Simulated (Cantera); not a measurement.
What does this Cantera script print?

```python
import numpy as np
import cantera as ct

gas = ct.Solution("gri30.yaml")
gas.TPX = 1325, 170, {'H2': 0.0088, 'O2': 1}
reactor = ct.IdealGasConstPressureReactor(gas, energy="off", clone=False)
net = ct.ReactorNet([reactor])
net.rtol, net.atol = 1e-08, 1e-18
show = ['H2', 'O2', 'H', 'O', 'HO2', 'OH']
times = np.geomspace(0.0001, 200, 12)

steps = ct.SolutionArray(gas, extra=["t"])
rows = []
print(f"{'t/s':>10s}{'T/K':>9s}{'P/Pa':>11s}" + "".join(f"{s:>11s}" for s in show))
for t in times:
    while net.time < t:
        t_next = net.step()
        steps.append(gas.state, t=t_next)
    rows.append([np.interp(t, steps.t, y) for y in (steps.T, steps.P, *steps(*show).X.T)])
    print(f"{t:10.3e}{rows[-1][0]:9.1f}{rows[-1][1]:11.4g}" + "".join(f"{x:11.3e}" for x in rows[-1][2:]))
rate = np.gradient(steps.T, steps.t)
print("integrator steps:", len(steps.t))
if steps.T.max() > steps.T[0] + 200:
    print(f"time of steepest temperature rise: {steps.t[rate.argmax()]:.4e} s")
gas.TPX = 1325, 170, {'H2': 0.0088, 'O2': 1}
gas.equilibrate("TP")
print(f"equilibrium (TP): T = {gas.T:.1f} K  " + "  ".join(f"{s} {gas[s].X[0]:.3e}" for s in show))
```

Output:

```
       t/s      T/K       P/Pa         H2         O2          H          O        HO2         OH
 1.000e-04   1325.0        170  8.723e-03  9.913e-01  6.782e-10  1.844e-10  8.600e-10  1.835e-10
 3.740e-04   1325.0        170  8.723e-03  9.913e-01  1.532e-09  1.786e-09  3.216e-09  1.750e-09
 1.398e-03   1325.0        170  8.723e-03  9.913e-01  2.699e-09  1.203e-08  1.202e-08  1.114e-08
 5.230e-03   1325.0        170  8.723e-03  9.913e-01  1.052e-08  1.019e-07  4.490e-08  8.451e-08
 1.956e-02   1325.0        170  8.709e-03  9.913e-01  8.106e-07  9.532e-06  1.655e-07  7.518e-06
 7.313e-02   1325.0        170  6.351e-05  9.829e-01  2.875e-04  7.660e-03  6.750e-08  1.100e-03
 2.735e-01   1325.0        170  3.094e-05  9.829e-01  2.569e-04  7.720e-03  6.157e-08  9.799e-04
 1.023e+00   1325.0        170  2.996e-05  9.832e-01  2.444e-04  7.463e-03  6.061e-08  9.645e-04
 3.824e+00   1325.0        170  2.667e-05  9.841e-01  2.040e-04  6.606e-03  5.720e-08  9.105e-04
 1.430e+01   1325.0        170  1.810e-05  9.864e-01  1.122e-04  4.414e-03  4.691e-08  7.508e-04
 5.348e+01   1325.0        170  6.476e-06  9.895e-01  2.343e-05  1.544e-03  2.670e-08  4.499e-04
 2.000e+02   1325.0        170  1.063e-06  9.909e-01  1.533e-06  2.494e-04  9.425e-09  1.825e-04
integrator steps: 876
equilibrium (TP): T = 1325.0 K  H2 2.878e-08  O2 9.912e-01  H 6.773e-09  O 6.694e-06  HO2 9.088e-09  OH 3.004e-05
```

Detailed kinetics in Cantera: GRI-Mech 3.0 (53 species, 325 reactions). Radical loss at walls, strong at low pressure, is not modelled.
